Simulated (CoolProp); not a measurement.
A simple Rankine cycle with n-pentane: condensing at 314.15 K, boiler at 2.83 MPa, turbine inlet 608.3 K, turbine efficiency 0.7, pump efficiency 0.8, no recuperator. Each further row changes one setting.

The numbers come from the reference Helmholtz-energy equation of state, Thol 2019 in CoolProp.

| case | thermal efficiency (%) | net work (kJ/kg) | heat in (kJ/kg) | turbine exit temperature (K) | volume ratio over the turbine |
|---|---|---|---|---|---|
| as stated | 13.1 | 133 | 1010 | 548.2 | 23.9 |
| condensing temperature 306.15 K | 13.9 | 144 | 1030 | 543.9 | 31.2 |
| boiler pressure 1.98 MPa | 11.8 | 121 | 1030 | 556.7 | 16.4 |
| turbine efficiency 0.6 | 11.1 | 113 | 1010 | 555.5 | 24.3 |
